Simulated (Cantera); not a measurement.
# Hydrogen reduction and annealing atmospheres: Al2O3 + H2 + N2

Feed: 1 mol Al2O3, 67 mol H2, 0.39 mol N2, equilibrated at 2023.15 K and 0.710 bar.

Method: chemical equilibrium by Gibbs-energy minimisation in Cantera with the NASA 1993 tables (ideal gas, pure condensed phases). Candidate condensed phases: Al, AlN, Al2O3, H2O; 35 gas species. Equilibrium is a limit: real reactors are often held back by kinetics, nucleation or transport.

| Property | Result |
|---|---|
| x(H2) | 0.992 |
| x(N2) | 0.00578 |
| x(H) | 0.00225 |
| x(H2O) | 0.000147 |
| x(Al) | 5.22e-5 |
| x(Al2O) | 2.34e-5 |
| x(AlH) | 1.16e-5 |
| x(AlOH) | 8.09e-6 |
| x(NH3) | 1.03e-6 |
| n(Al2O3(s)) | 0.996 mol |
| gas amount | 67.47 mol |
| log10 activity of Al(l) (absent) | -2.30 |
